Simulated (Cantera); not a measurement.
A closed system holds: 1 mol HBr, 4.1 mol O2, at 2652 °C and 0.000560 bar.

Equilibrium computed with Cantera from the NASA thermochemical tables; the gas is ideal and each condensed phase is pure. Candidate condensed phases: Br2, H2O; 12 gas species. Equilibrium is a limit: real reactors are often held back by kinetics, nucleation or transport.

Base state: O 0.753, Br 0.103, H 0.0975, O2 0.0420, OH 0.00428, H2 0.000342, HBr 5.72e-5, H2O 4.80e-5 (mole fractions); condensed: gas only.

Question: What changes in the equilibrium state with this change: temperature from 2652 °C to 2352 °C?

Answer: 
```csv
species,before,after
O,0.753,0.528
O2,0.0420,0.230
Br,0.103,0.123
OH,0.00428,0.0229
H,0.0975,0.0899
H2O,4.80e-5,0.00269
H2,0.000342,0.00251
HBr,5.72e-5,0.000392
```
